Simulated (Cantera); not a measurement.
An isothermal plug-flow reactor at 925 K and 1880 Torr (inlet), inlet velocity 0.12 m/s, active area per volume 400 1/m; feed 0.777 % CH₄, 14.0 % O₂, 85.2 % N₂, equivalence ratio 0.11.

Model: Deutschmann's 1995 Pt surface mechanism with GRI-Mech 3.0 gas chemistry, integrated in Cantera. Catalytic surfaces can have several steady states; this one follows from the mechanism file's or the stated starting coverage. Mass transfer to the wall is taken as infinitely fast.

Problem. Predict: x(CH₄) at z = 0.015 m; x(O₂) at z = 0.015 m; x(H₂O) at z = 0.015 m; x(CO₂) at z = 0.015 m; x(CO) at z = 0.015 m; θ(free Pt) at the exit; θ(O*) at the exit; θ(OH*) at the exit.

Solution. 
| Property | Result |
|---|---|
| x(CH₄) at z = 0.015 m | 0.00496 |
| x(O₂) at z = 0.015 m | 0.135 |
| x(H₂O) at z = 0.015 m | 0.00560 |
| x(CO₂) at z = 0.015 m | 0.00279 |
| x(CO) at z = 0.015 m | 1.39e-6 |
| θ(free Pt) at the exit | 0.0828 |
| θ(O*) at the exit | 0.915 |
| θ(OH*) at the exit | 0.00195 |
